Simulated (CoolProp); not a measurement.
Vapour-liquid equilibrium of sulfur dioxide (1) + toluene (2) at 393.2 K; x and y are mole fractions of (1).

Computed with CoolProp (multi-fluid Helmholtz-energy mixture model, Gao 2016 and Lemmon 2006; pair parameters Bell 2016).

### Question
Give the bubble pressure and the first vapour's composition at x = 0.65, 0.8, 0.875. Is there an azeotrope?

### Answer
x = 0.65: 24.30 bar, y = 0.966; x = 0.8: 30.72 bar, y = 0.980; x = 0.875: 34.26 bar, y = 0.987. No azeotrope shows between x = 0.05 and 0.95.

Pair parameters are fitted to limited data, so mixtures are less certain than the pure fluids.
